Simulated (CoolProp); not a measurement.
Vapour-liquid equilibrium of benzene (1) + ethylbenzene (2) at 87.45 °C; x and y are mole fractions of (1).

Model: multi-fluid Helmholtz-energy mixture model, Thol 2012 and Zhou 2012; pair parameters Bell 2016, in CoolProp.

```tsv
x	bubble pressure, mixture model (kPa)	bubble pressure, Raoult's law (kPa)	y, mixture model	y, Raoult's law
0.05	26.31	27.35	0.199	0.231
0.2	39.58	43.01	0.550	0.588
0.35	54.05	58.66	0.733	0.755
0.5	69.71	74.32	0.843	0.851
0.65	86.34	89.97	0.914	0.914
0.8	103.6	105.6	0.960	0.958
0.95	120.8	121.3	0.992	0.991
```

The largest gap from Raoult's law is -8.0 % in bubble pressure, at x = 0.2. No azeotrope shows between x = 0.05 and 0.95.

Pair parameters are fitted to limited data, so mixtures are less certain than the pure fluids.
